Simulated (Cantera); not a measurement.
Thermodynamics of chlorosilane synthesis and conversion, feed SiCl4 + H2 + HCl

Input: 1 mol SiCl4, 1.4 mol H2, 1.4 mol HCl, held at 1052 °C and 62000 Pa.

Method: chemical equilibrium by Gibbs-energy minimisation in Cantera with the NASA 1993 tables (ideal gas, pure condensed phases). Candidate condensed phases: Si; 19 gas species. The tables' values for SiCl3 are old estimates; treat these amounts as uncertain. Equilibrium is a limit: real reactors are often held back by kinetics, nucleation or transport.

| Quantity | Result |
|---|---|
| x(HCl) | 0.390 |
| x(H2) | 0.348 |
| x(SiCl4) | 0.239 |
| x(SiHCl3) | 0.0109 |
| x(SiCl3) | 0.00941 |
| x(SiCl2) | 0.00201 |
| x(SiH2Cl2) | 7.15e-5 |
| x(H) | 1.23e-6 |
| x(Cl) | 1.15e-6 |
| gas amount | 3.826 mol |
| log10 activity of Si(s) (absent) | -2.78 |
